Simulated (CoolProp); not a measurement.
Saturated liquid density (kg/m³) of sulfur dioxide: the reference equation beside estimates from Tc = 430.6 K, pc = 78.87 bar, ω = 0.256. Rackett uses Z = 0.29056 − 0.08775 ω.

The numbers come from the reference Helmholtz-energy equation of state, Gao 2016 in CoolProp.

```csv
T (K),reference,Rackett,Redlich-Kwong
291.8,1385,1365,1195
301,1359,?,1169
310.3,1332,1314,1141
319.5,1304,1287,1113
328.8,?,1259,1083
338,1245,1230,?
347.3,1214,1199,1017
356.6,1180,1167,981.4
365.8,1144,1133,943.5
375.1,?,1096,902.4
384.3,1062,?,858.1
393.6,1014,1011,808.9
```

Some entries are withheld; supply them.


- 301, Rackett: 1340
- 328.8, reference: 1275
- 338, Redlich-Kwong: 1051
- 375.1, reference: 1105
- 384.3, Rackett: 1056

Absolute difference from the reference over all 12 rows, mean and median: Rackett 1.1 and 1.2 %, Redlich-Kwong 16.3 and 15.9 %.
